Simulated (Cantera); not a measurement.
A Cantera script and what it prints.

```python
import numpy as np
import cantera as ct

gas_names = """
    Br Br2 H HBr H2 Si SiBr SiBr2 SiBr3 SiBr4 SiH SiHBr3 SiH2 SiH2Br2 SiH3 SiH3Br SiH4 Si2 Si3
""".split()
cond_names = """
    Br2(cr) Br2(L) Si(cr) Si(L)
""".split()


# ... load() reads the species with a 1 bar reference pressure and builds the phases ...
atoms = {
    'Si': {'Si': 1},
    'Br2': {'Br': 2},
    'H2': {'H': 2},
}
top_T = {}  # K; cautious upper limits of use, not melting points


# ... equilibrate(T, P, feed) seeds the gas with the atoms and calls Mixture.equilibrate('TP', solver="vcs", rtol=1e-11, max_steps=5000) ...
results = []
feed = {'Si': 1, 'Br2': 3.5, 'H2': 43}  # mol
P = 13  # Pa
for T in [525, 600, 675, 750, 825, 900, 975, 1050, 1125, 1200, 1275, 1350, 1425, 1500]:
    mix = equilibrate(T, P, feed)
    results.append((T, P, feed, dict(zip(mix.species_names, mix.species_moles))))

top = {s: max(r[3][s] / sum(r[3][g] for g in gas_names) for r in results) for s in gas_names}
cols = sorted((s for s in top if top[s] > 1e-06), key=lambda s: -top[s])[:8]
seen = [c for c in cond_names if any(r[3].get(c, 0) > 1e-12 for r in results)]
print("log10 of partial pressures in bar; condensed amounts in mol")
print(f"{'T/K':>10s}" + "".join(f"{s[:9]:>10s}" for s in cols + seen))
for T, P, feed, n in results:
    ng = sum(n[g] for g in gas_names)
    print(f"{T:10.4g}" + "".join(f"{np.log10(max(n[s] / ng * P / 1e5, 1e-99)):10.3f}" for s in cols)
          + "".join(f"{n.get(c, 0):10.4g}" for c in seen))
```

Result:

```
log10 of partial pressures in bar; condensed amounts in mol
       T/K        H2       HBr     SiBr4     SiBr2        Br         H     SiBr3    SiHBr3    Si(cr)
       525    -3.926    -5.067    -5.544   -18.269   -15.640   -21.030   -14.617   -10.162         0
       600    -3.926    -5.067    -5.544   -14.713   -13.776   -18.298   -12.440    -9.260         0
       675    -3.926    -5.067    -5.544   -11.961   -12.322   -16.169   -10.754    -8.566         0
       750    -3.926    -5.066    -5.546    -9.770   -11.155   -14.463    -9.411    -8.017         0
       825    -3.926    -5.064    -5.550    -7.994   -10.196   -13.064    -8.322    -7.576         0
       900    -3.928    -5.040    -5.598    -6.611    -9.371   -11.896    -7.486    -7.281         0
       975    -3.938    -4.924    -5.901    -5.905    -8.573   -10.910    -7.141    -7.397   0.07485
      1050    -3.945    -4.851    -6.580    -5.671    -7.915   -10.064    -7.242    -7.890    0.1205
      1125    -3.946    -4.848    -7.415    -5.594    -7.406    -9.325    -7.514    -8.500   0.06309
      1200    -3.946    -4.859    -8.203    -5.557    -6.974    -8.678    -7.797    -9.076         0
      1275    -3.946    -4.863    -8.915    -5.556    -6.586    -8.105    -8.070    -9.608         0
      1350    -3.946    -4.874    -9.560    -5.556    -6.248    -7.596    -8.320   -10.086         0
      1425    -3.946    -4.892   -10.157    -5.558    -5.954    -7.139    -8.554   -10.524         0
      1500    -3.946    -4.924   -10.724    -5.564    -5.703    -6.728    -8.782   -10.936         0
```

Cantera equilibrium calculation (NASA polynomials, part measured and part estimated; ideal gas, pure solids and liquids). The tables' values for SiBr3, SiBr are old estimates; treat these amounts as uncertain.
